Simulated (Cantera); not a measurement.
## Stirred combustor or abatement burner

A perfectly stirred reactor is fed with 11.1 % CH4, 13.1 % O2, 75.7 % N2, equivalence ratio 1.7, at 0.320 bar; it is adiabatic with a 350 K inlet, and is followed from long to short residence time, starting on the burning branch (τ in s: 0.3, 0.11, 0.039, 0.014, 0.005, 0.0018, 0.00065, 0.00023, 8.4e-05, 3e-05, 1.1e-05, 3.9e-06).

Detailed kinetics in Cantera: GRI-Mech 3.0 (53 species, 325 reactions).

| τ (s) | T (K) | x CH4 | x O2 | x O | x CO | x HCN | x C2H | x C2H2 |
|---|---|---|---|---|---|---|---|---|
| 0.30 | 1528 | 0.00836 | 0.00216 | 4.34e-7 | 0.0531 | 2.83e-6 | 1.85e-8 | 0.00541 |
| 0.11 | 1505 | 0.00974 | 0.00441 | 1.16e-6 | 0.0558 | 2.20e-6 | 1.92e-8 | 0.00459 |
| 0.039 | 350 | 0.111 | 0.131 | <1e-12 | <1e-12 | <1e-12 | <1e-12 | <1e-12 |
| 0.014 | 350 | 0.111 | 0.131 | <1e-12 | <1e-12 | <1e-12 | <1e-12 | <1e-12 |
| 0.0050 | 350 | 0.111 | 0.131 | <1e-12 | <1e-12 | <1e-12 | <1e-12 | <1e-12 |
| 0.0018 | 350 | 0.111 | 0.131 | <1e-12 | <1e-12 | <1e-12 | <1e-12 | <1e-12 |
| 0.00065 | 350 | 0.111 | 0.131 | <1e-12 | <1e-12 | <1e-12 | <1e-12 | <1e-12 |
| 0.00023 | 350 | 0.111 | 0.131 | <1e-12 | <1e-12 | <1e-12 | <1e-12 | <1e-12 |
| 8.4e-5 | 350 | 0.111 | 0.131 | <1e-12 | <1e-12 | <1e-12 | <1e-12 | <1e-12 |
| 3.0e-5 | 350 | 0.111 | 0.131 | <1e-12 | <1e-12 | <1e-12 | <1e-12 | <1e-12 |
| 1.1e-5 | 350 | 0.111 | 0.131 | <1e-12 | <1e-12 | <1e-12 | <1e-12 | <1e-12 |
| 3.9e-6 | 350 | 0.111 | 0.131 | <1e-12 | <1e-12 | <1e-12 | <1e-12 | <1e-12 |
x: mole fraction; the columns are a selection and need not sum to one.
